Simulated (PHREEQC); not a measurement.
## Copper plating or etch bath: speciation

Dissolve 0.12 mol CuSO4, 0.0027 mol HCl and 0.0005 mol NaCl per kg of water at 25 °C. Closed to the air; pH follows from the charge balance.

Computed with PHREEQC (ion-association model, phreeqc.dat).

Each row changes one thing in this solution. No solid was allowed to form.

```csv
case,pH,ionic strength (mol/kgw),Cu+2 (mol/kgw),SO4-2 (mol/kgw),CuSO4 (mol/kgw),Cl- (mol/kgw),SI of Halite (NaCl)
as made,3.10,0.244,0.0611,0.0595,0.0587,0.00305,-7.71
HCl left out,4.50,0.242,0.0605,0.0605,0.0594,0.000476,-8.51
temperature from 25 to 30 °C,3.13,0.243,0.0607,0.0591,0.0591,0.00301,-7.72
diluted 2-fold with water,3.29,0.133,0.0332,0.0326,0.0267,0.00155,-8.25
diluted 10-fold with water,3.78,0.0331,0.00824,0.00817,0.00375,0.000316,-9.53
temperature from 25 to 10 °C,3.03,0.251,0.0626,0.0612,0.0573,0.00312,-7.68
```

At this temperature some constants are extrapolated from 25 °C, and those without enthalpy data are left unchanged.
